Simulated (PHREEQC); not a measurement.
0.86 g of hydrous ferric oxide (600 m²/g; 0.2 weak and 0.005 strong sites per Fe, Dzombak-Morel constants, diffuse double layer) in 1 kg of water with 0.001 mol/kgw of an inert sodium salt and 0.0022 mol/kgw Na2HAsO4, at 25 °C; the pH is set by adding NaOH or the inert anion's acid. Oxygen is held at 0.21 atm. CO2 from the air is kept out. Nothing may precipitate in this run.

The series has 17 steps of pH, from 4 to 10.

Model: ion-association model, wateq4f.dat, run in PHREEQC.

**Question.** Near which pH is half of the As sorbed, and on which side is more sorbed?

**Answer.** Near pH 8.1, with more sorbed at lower pH.

**Question.** At which pH does the surface charge pass through zero?

**Answer.** Near pH 4.6.

Species that the database lacks are ignored.
